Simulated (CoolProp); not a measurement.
Isobutane along the isotherm 448 K: density (kg/m³) from the reference equation and from simpler models built on Tc = 407.8 K, pc = 3629 kPa, ω = 0.184; each cubic takes its own stable root.

Computed with CoolProp (reference Helmholtz-energy equation of state, Bücker 2006).

```json
[
 {"p (kPa)": "605", "phase": "gas", "reference": "9.859"},
 {"p (kPa)": "1210", "phase": "gas", "reference": "20.69"},
 {"p (kPa)": "1810", "phase": "gas", "reference": "32.63"},
 {"p (kPa)": "2420", "phase": "gas", "reference": "46.37"},
 {"p (kPa)": "3020", "phase": "gas", "reference": "61.99"},
 {"p (kPa)": "3630", "phase": "supercritical", "reference": "80.90"},
 {"p (kPa)": "4230", "phase": "supercritical", "reference": "103.9"},
 {"p (kPa)": "4840", "phase": "supercritical", "reference": "133.9"},
 {"p (kPa)": "5440", "phase": "supercritical", "reference": "172.4"}
]
```

How far does each simpler model (ideal gas, van der Waals, Redlich-Kwong, Soave-Redlich-Kwong, Peng-Robinson) lie from the reference over these 9 states: mean and median of the absolute difference, and the worst?


- ideal gas: mean 25.5 %, median 24.0 %, worst -50.8 % at 448 K and 5440 kPa
- van der Waals: mean 3.2 %, median 0.4 %, worst +11.1 % at 448 K and 5440 kPa
- Redlich-Kwong: mean 1.4 %, median 1.2 %, worst +3.1 % at 448 K and 4840 kPa
- Soave-Redlich-Kwong: mean 1.5 %, median 0.5 %, worst -6.1 % at 448 K and 5440 kPa
- Peng-Robinson: mean 1.9 %, median 2.2 %, worst +3.1 % at 448 K and 3630 kPa
